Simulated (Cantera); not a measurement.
Feed: 1 mol SiCl4, a varied amount of N2O, 3.5 mol N2, at 698.15 K and 30.0 mbar.

Cantera equilibrium calculation (NASA polynomials, part measured and part estimated; ideal gas, pure solids and liquids). Candidate condensed phases: Si, SiO2, Si2N2O, Si3N4; 23 gas species. The numbers say what is thermodynamically allowed, not how fast it happens.

Question: At 0.9 mol N2O, list the 3 most abundant gas species with their mole fractions, and the condensed phases.

Answer: N2 0.752, Cl2 0.154, SiCl4 0.0940. Condensed: SiO2(α-quartz).
